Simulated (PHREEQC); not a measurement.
**Hard or scaling water**

A solution holds 7.9e-05 mol/kgw Ca(HCO3)2, 0.0063 mol/kgw Na2SO4 and 0.00086 mol/kgw NaCl, at 25 °C. Closed to the air; pH follows from the charge balance.

Equilibrium calculation in PHREEQC: ion-association model, phreeqc.dat.

```json
{
  "pH": "8.05",
  "ionic_strength": "0.0194 mol/kgw",
  "specific_conductance": "1480 µS/cm",
  "total_alkalinity": "0.158 meq/kg"
}
```

| species | molality | activity | log γ |
|---|---|---|---|
| Na+ | 0.0132 | 0.0116 | -0.058 |
| SO4-2 | 0.00605 | 0.00354 | -0.232 |
| Cl- | 0.000860 | 0.000748 | -0.061 |
| NaSO4- | 0.000234 | 0.000205 | -0.057 |
| HCO3- | 0.000153 | 0.000134 | -0.057 |
| Ca+2 | 5.76e-5 | 3.40e-5 | -0.228 |
| CaSO4 | 2.13e-5 | 2.14e-5 | 0.002 |
| CO2 | 2.69e-6 | 2.70e-6 | 0.002 |
| OH- | 1.30e-6 | 1.13e-6 | -0.061 |
| CO3-2 | 1.19e-6 | 7.03e-7 | -0.228 |
| NaHCO3 | 8.68e-7 | 8.72e-7 | 0.002 |
| NaCO3- | 1.74e-7 | 1.51e-7 | -0.059 |
| CaHCO3+ | 6.62e-8 | 5.83e-8 | -0.056 |

No solid was allowed to form.
